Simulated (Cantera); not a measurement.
Input: 1 mol SiCl4, 0.39 mol C3H8, 18 mol H2, at 2177 °C and 0.480 bar.

Cantera equilibrium calculation (NASA polynomials, part measured and part estimated; ideal gas, pure solids and liquids). Candidate condensed phases: C, C6H6, C7H8, C8H18, Si, SiC; 109 gas species. The tables' values for SiCl, SiCl3 are old estimates; treat these amounts as uncertain. Gases not in the tables: Si2H6 and higher silanes. The numbers say what is thermodynamically allowed, not how fast it happens.

Question: What is the equilibrium state?

Answer: 
| Item | Value |
|---|---|
| x(H2) | 0.793 |
| x(HCl) | 0.157 |
| x(H) | 0.0258 |
| x(SiCl2) | 0.0102 |
| x(C2H2 (acetylene)) | 0.00692 |
| x(Cl) | 0.00363 |
| x(Si) | 0.00143 |
| x(SiCl) | 0.000884 |
| x(SiC2) | 0.000321 |
| n(C(graphite)) | 0.143 mol |
| n(SiC(s)) | 0.700 mol |
| gas amount | 21.94 mol |
| log10 activity of Si(l) (absent) | -0.67 |
